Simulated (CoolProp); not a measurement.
Vapour-liquid equilibrium of sulfur dioxide (1) + toluene (2) at 0.262 MPa; x and y are mole fractions of (1).

Values from CoolProp's multi-fluid Helmholtz-energy mixture model, Gao 2016 and Lemmon 2006; pair parameters Bell 2016.

| x | bubble temperature (°C) | y at the bubble point | dew temperature at overall composition x (°C) | liquid density (mol/L) |
|---|---|---|---|---|
| 0.05 | 121.3 | 0.488 | 145.6 | 8.589 |
| 0.125 | 91.5 | 0.798 | 142.1 | 9.370 |
| 0.2 | 71.4 | 0.907 | 138.3 | 10.10 |
| 0.275 | 57.5 | 0.950 | 134.4 | 10.83 |
| 0.35 | 47.4 | 0.971 | 130.1 | 11.57 |
| 0.425 | 39.8 | 0.982 | 125.5 | 12.36 |
| 0.5 | 33.9 | 0.988 | 120.4 | 13.20 |
| 0.575 | 29.3 | 0.992 | 114.8 | 14.12 |
| 0.65 | 25.5 | 0.994 | 108.3 | 15.13 |
| 0.725 | 22.4 | 0.996 | 100.7 | 16.25 |
| 0.8 | 19.6 | 0.997 | 91.2 | 17.51 |
| 0.875 | 17.2 | 0.999 | 78.6 | 18.95 |
| 0.95 | 14.9 | 0.999 | 57.7 | 20.59 |

No azeotrope shows between x = 0.05 and 0.95.

Pair parameters are fitted to limited data, so mixtures are less certain than the pure fluids. The gap from Raoult's law changes sign with composition, which may be real or a fault of the pair parameters; it wasn't checked against measurements.
